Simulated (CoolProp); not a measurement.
A simple Rankine cycle with sulfur dioxide: condensing at 298.15 K, boiler at 4.04 MPa, turbine inlet 397.2 K, turbine efficiency 0.6, pump efficiency 0.8, no recuperator. Each further row changes one setting.

The numbers come from the reference Helmholtz-energy equation of state, Gao 2016 in CoolProp.

```
case                             thermal efficiency (%)  net work (kJ/kg)  heat in (kJ/kg)  turbine exit temperature (K)  volume ratio over the turbine
-------------------------------  ----------------------  ----------------  ---------------  ----------------------------  -----------------------------
as stated                                          11.6              42.7              368                         298.2                           9.58
turbine inlet 417.2 K                              11.9              46.8              394                         298.2                            ___
condensing temperature 290.15 K                    12.5              47.5              379                         290.1                           12.4
boiler pressure 2.83 MPa                           10.4               ___              393                         298.2                            ___
turbine efficiency 0.5                              9.5              35.0              368                         298.2                           9.81
```

Task: Some entries are withheld; supply them.

Result: 
- turbine inlet 417.2 K, volume ratio over the turbine: 8.80
- boiler pressure 2.83 MPa, net work (kJ/kg): 41.0
- boiler pressure 2.83 MPa, volume ratio over the turbine: 6.18

The expansion ends wet for: as stated; turbine inlet 417.2 K; condensing temperature 290.15 K; boiler pressure 2.83 MPa; turbine efficiency 0.5.
